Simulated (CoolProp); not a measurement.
Vapour-liquid equilibrium of CHF3 (R23) (1) + R152A (2) at 36.3 kPa; x and y are mole fractions of (1).

Computed with CoolProp (multi-fluid Helmholtz-energy mixture model, Penoncello 2003 and Outcalt 1996; pair parameters Bell 2016).

| x | bubble temperature, mixture model (°C) | bubble temperature, Raoult's law (°C) | y, mixture model | y, Raoult's law |
|---|---|---|---|---|
| 0.05 | ___ | -56.3 | ___ | 0.506 |
| 0.2 | -71.8 | -73.9 | 0.849 | 0.873 |
| 0.35 | ___ | -82.5 | 0.941 | 0.948 |
| 0.5 | ___ | -88.0 | 0.973 | 0.975 |
| 0.65 | -91.5 | -91.9 | 0.988 | 0.988 |
| 0.8 | -94.8 | -94.9 | 0.995 | 0.995 |
| 0.95 | -97.3 | -97.3 | 0.999 | 0.999 |

Task: What belongs in the gaps?

Result: 
- 0.05, bubble temperature, mixture model (°C): -54.6
- 0.05, y, mixture model: 0.445
- 0.35, bubble temperature, mixture model (°C): -81.1
- 0.5, bubble temperature, mixture model (°C): -87.2

The largest gap from Raoult's law is +2.1 K in bubble temperature, at x = 0.2. No azeotrope shows between x = 0.05 and 0.95.

The pair parameters rest on a limited set of measurements; away from them the model extrapolates.
